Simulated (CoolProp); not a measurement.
A Linde-Hampson liquefier for carbon monoxide: isothermal reversible compression at 290 K from 1 atm to 10 MPa, throttling to 1 atm, return gas leaving the recuperator 0 K below the feed. Each further row changes one setting.

Computed with CoolProp (reference Helmholtz-energy equation of state, Lemmon 2006). It is a short technical equation, of lower accuracy than the large ones.

| case | liquid yield per pass | compression work (kJ/kg of gas) |
|---|---|---|
| as stated | (withheld) | 393 |
| high pressure 20 MPa | (withheld) | 453 |
| warm-end temperature 320 K | (withheld) | (withheld) |
| warm-end gap 5 K | (withheld) | 393 |

Problem. Complete the blanks.

Solution. 
- as stated, liquid yield per pass: 0.056
- high pressure 20 MPa, liquid yield per pass: 0.094
- warm-end temperature 320 K, liquid yield per pass: 0.042
- warm-end temperature 320 K, compression work (kJ/kg of gas): 436
- warm-end gap 5 K, liquid yield per pass: 0.045
